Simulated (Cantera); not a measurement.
## Ti + C3H8 (titanium nitride, carbide and oxide coatings)

Feed: 1 mol Ti, a varied amount of C3H8, equilibrated at 1325 K and 10.0 Torr.

Method: chemical equilibrium by Gibbs-energy minimisation in Cantera with the NASA 1993 tables (ideal gas, pure condensed phases). Candidate condensed phases: C, C6H6, C7H8, C8H18, Ti, TiC; 77 gas species. Mutual solubility and eutectic melting of coexisting phases are not modelled. TiC: taken at fixed stoichiometry. Condensed phases not in the tables: N, O or C dissolved in the metal. Rates play no part.

From 0.064 mol C3H8 to 0.33 mol C3H8 the condensed part is Ti(β) + TiC(s). From 0.4 mol C3H8 to 0.48 mol C3H8 the condensed part is C(graphite) + TiC(s).

| n(C3H8) (mol) | log p H2 | log p CH4 | log p H | log p C2H2 (acetylene) | log p CH3 | log p C2H4 | n Ti(β) | n TiC(s) | n C(graphite) |
|---|---|---|---|---|---|---|---|---|---|
| 0.064 | -1.88 | -12.57 | -6.72 | <-13 | <-13 | <-13 | 0.808 | 0.192 | 0 |
| 0.077 | -1.88 | -12.57 | -6.72 | <-13 | <-13 | <-13 | 0.769 | 0.231 | 0 |
| 0.092 | -1.88 | -12.57 | -6.72 | <-13 | <-13 | <-13 | 0.724 | 0.276 | 0 |
| 0.11 | -1.88 | -12.57 | -6.72 | <-13 | <-13 | <-13 | 0.670 | 0.330 | 0 |
| 0.13 | -1.88 | -12.57 | -6.72 | <-13 | <-13 | <-13 | 0.610 | 0.390 | 0 |
| 0.16 | -1.88 | -12.57 | -6.72 | <-13 | <-13 | <-13 | 0.520 | 0.480 | 0 |
| 0.19 | -1.88 | -12.57 | -6.72 | <-13 | <-13 | <-13 | 0.430 | 0.570 | 0 |
| 0.23 | -1.88 | -12.57 | -6.72 | <-13 | <-13 | <-13 | 0.310 | 0.690 | 0 |
| 0.28 | -1.88 | -12.57 | -6.72 | <-13 | <-13 | <-13 | 0.160 | 0.840 | 0 |
| 0.33 | -1.88 | -12.57 | -6.72 | <-13 | <-13 | <-13 | 0.0100 | 0.990 | 0 |
| 0.4 | -1.88 | -5.92 | -6.72 | -7.95 | -9.48 | -9.50 | 0 | 1.00 | 0.200 |
| 0.48 | -1.88 | -5.92 | -6.72 | -7.95 | -9.48 | -9.50 | 0 | 1.00 | 0.440 |
log p: log10 of the partial pressure in bar; n: condensed amount in mol.
